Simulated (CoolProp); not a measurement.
Saturation properties of CH3F (R41).

Computed with CoolProp (reference Helmholtz-energy equation of state, Lemmon 2006). It is a short technical equation, of lower accuracy than the large ones.

```
T (°C)  p (MPa)  liquid density (kg/m³)  enthalpy of vaporisation (kJ/kg)  vapour Z  surface tension (mN/m)
------  -------  ----------------------  --------------------------------  --------  ----------------------
-22.85    1.039                   749.2                             391.7    0.8184                    7.32
-15.55    1.306                   728.3                             374.8    0.7897                    6.34
-8.25     1.620                   706.0                             356.3    0.7580                    5.39
-0.95     1.988                   682.0                             335.9    0.7229                    4.47
6.35      2.415                   656.0                             313.1    0.6838                    3.59
13.65     2.909                   627.2                             287.2    0.6399                    2.75
20.95     3.476                   594.4                             257.0    0.5898                    1.96
28.25     4.126                   555.6                             220.4    0.5307                    1.22
35.55     4.873                   504.8                             171.7    0.4557                   0.570
```

It boils at -78.4 °C under 1 atm.

Surface tension comes from a separate correlation (Mulero 2012).
